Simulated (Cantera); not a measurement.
Adiabatic ignition

An adiabatic, constant-pressure homogeneous reactor starts with 25.8 % CO, 2.84 % H2, 14.9 % O2, 56.0 % N2, 0.387 % CO2, equivalence ratio 0.96, at 1175 K and 101000 Pa.

Detailed kinetics in Cantera: GRI-Mech 3.0 (53 species, 325 reactions).

| t (s) | T (K) | x CO | x H2 | x O2 | x NO2 | x O |
|---|---|---|---|---|---|---|
| 2.00e-6 | 1175 | 0.258 | 0.0284 | 0.149 | <1e-12 | 2.35e-9 |
| 7.97e-6 | 1175 | 0.258 | 0.0284 | 0.149 | <1e-12 | 1.04e-8 |
| 3.17e-5 | 1175 | 0.258 | 0.0284 | 0.149 | <1e-12 | 3.82e-7 |
| 0.000126 | 1494 | 0.208 | 0.00206 | 0.102 | 2.03e-9 | 0.0228 |
| 0.000503 | 2386 | 0.111 | 0.00229 | 0.0548 | 1.00e-7 | 0.0141 |
| 0.00200 | 2653 | 0.0842 | 0.00154 | 0.0429 | 1.21e-6 | 0.00653 |
| 0.00798 | 2654 | 0.0830 | 0.00153 | 0.0395 | 3.32e-6 | 0.00589 |
| 0.0318 | 2652 | 0.0830 | 0.00153 | 0.0389 | 3.74e-6 | 0.00580 |
| 0.127 | 2652 | 0.0830 | 0.00153 | 0.0389 | 3.74e-6 | 0.00580 |
| 0.504 | 2652 | 0.0830 | 0.00153 | 0.0389 | 3.74e-6 | 0.00580 |
| 2.01 | 2652 | 0.0830 | 0.00153 | 0.0389 | 3.74e-6 | 0.00580 |
| 8.00 | 2652 | 0.0830 | 0.00153 | 0.0389 | 3.74e-6 | 0.00580 |
x: mole fraction; the columns are a selection and need not sum to one.

| Item | Result |
|---|---|
| time of steepest temperature rise | 0.112 ms |
| temperature at 8.00 s | 2652 K |
| equilibrium temperature | 2652 K |
| x(CO) at 8.00 s | 0.0830 (gas-phase equilibrium 0.0830) |
| x(H2) at 8.00 s | 0.00153 (gas-phase equilibrium 0.00153) |
| x(O2) at 8.00 s | 0.0389 (gas-phase equilibrium 0.0389) |
